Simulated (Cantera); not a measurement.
Feed: 1 mol Si₃N₄, 0.41 mol N₂O, 41 mol H₂, equilibrated at 2248 K and 133 Pa.

Equilibrium computed with Cantera from the NASA thermochemical tables; the gas is ideal and each condensed phase is pure. Candidate condensed phases: H₂O, Si, SiO₂, Si₂N₂O, Si₃N₄; 35 gas species. The tables' values for SiN are old estimates; treat these amounts as uncertain. Gases not in the tables: Si₂H₆ and higher silanes. Equilibrium is a limit: real reactors are often held back by kinetics, nucleation or transport.

Task: What is the equilibrium state?

Result: 
```json
{
  "x(H₂)": "0.722",
  "x(H)": "0.171",
  "x(Si)": "0.0501",
  "x(N₂)": "0.0475",
  "x(SiO)": "0.00808",
  "x(SiH)": "0.000628",
  "x(Si₂)": "0.000101",
  "x(SiN)": "6.14e-5",
  "x(SiH₂)": "3.08e-5",
  "gas_amount": "50.72 mol",
  "log10 activity of Si(l) (absent)": "-0.94"
}
```
